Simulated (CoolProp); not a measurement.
A closed Brayton cycle with dry air: compressor inlet 307.15 K and 3.4 MPa, high pressure 7.97 MPa, turbine inlet 775 K, compressor efficiency 0.89, turbine efficiency 0.85, recuperator effectiveness 0.9 (on enthalpy, no pinch check). Each further row changes one setting.

The numbers come from the reference Helmholtz-energy equation of state, Lemmon 2000 in CoolProp. It is a pseudo-pure fit of the blend.

```csv
case,thermal efficiency (%),net work (kJ/kg),compressor to turbine work,compressor exit (K),turbine exit (K)
as stated,28.8,50.7,0.66,403.3,640.8
turbine inlet 725 K,25.3,41.0,0.70,403.3,598.2
compressor inlet 317.15 K,27.1,47.3,0.68,416.2,640.8
high pressure 6.77 MPa,29.4,45.4,0.63,383.0,664.5
recuperator effectiveness 0.5,18.4,50.7,0.66,403.3,640.8
```
